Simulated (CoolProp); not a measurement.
Saturation properties of R1234yf.

The numbers come from the reference Helmholtz-energy equation of state, Lemmon 2022 in CoolProp.

```tsv
T (K)	p (MPa)	liquid density (kg/m³)	vapour density (kg/m³)	vapour viscosity (µPa s)	liquid conductivity (mW/(m K))
226.6	0.04471	1310	2.777	9.35	87.8
229.1	0.05085	1303	3.132	9.45	86.8
231.6	0.05764	1296	3.521	9.56	85.9
234.2	0.06545	1289	3.966	9.67	85.0
236.7	0.07372	1282	4.434	9.78	84.1
239.2	0.08281	1276	4.944	9.89	83.2
241.7	0.09275	1269	5.499	9.99	82.3
244.3	0.1041	1261	6.128	10.1	81.3
246.8	0.1159	1254	6.783	10.2	80.5
249.3	0.1288	1247	7.493	10.3	79.6
251.8	0.1428	1240	8.259	10.4	78.7
254.4	0.1586	1233	9.121	10.5	77.8
256.9	0.1750	1225	10.01	10.7	76.9
```

It boils at 243.7 K under 1 atm.

Viscosity comes from a separate model (Bell 2016), an estimate that may be off by 10 % or more. Thermal conductivity comes from a separate model (Perkins 2011).
